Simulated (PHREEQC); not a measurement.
Phosphoric acid bath (model solution)

Solution (25 °C): 0.056 mol H3PO4 and 6.8e-06 mol H4SiO4 per kg of water. It is in equilibrium with CO2 at log p = -2 (atm). Otherwise closed; pH follows from the charge balance.

The numbers come from PHREEQC with the ion-association model, phreeqc.dat.

This is a speciation only: nothing precipitates in the calculation.

Q: Predict the pH, ionic strength.

A: pH 1.79; ionic strength 0.0181 mol/kgw.

Q: In which forms is P present?

A: H3PO4 68 %, H2PO4- 32 % of the P.

Complexes and solids missing from the database can't appear.
